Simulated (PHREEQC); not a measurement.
Make-up at 20 °C: 1.9 mol/kgw CaCl2, 0.0082 mol/kgw K2SO4 and 0.14 mol/kgw KBr. Closed to the air; pH follows from the charge balance.

The numbers come from PHREEQC with the Pitzer model, pitzer.dat.

Precipitation was switched off in this run.

Task: Predict the activity of water, density, osmotic coefficient.

Result: activity of water 0.864; density 1.164 g/cm³; osmotic coefficient 1.355.

Examples of supersaturated solids here: Gypsum. Others may be too. Species that the database lacks are ignored.
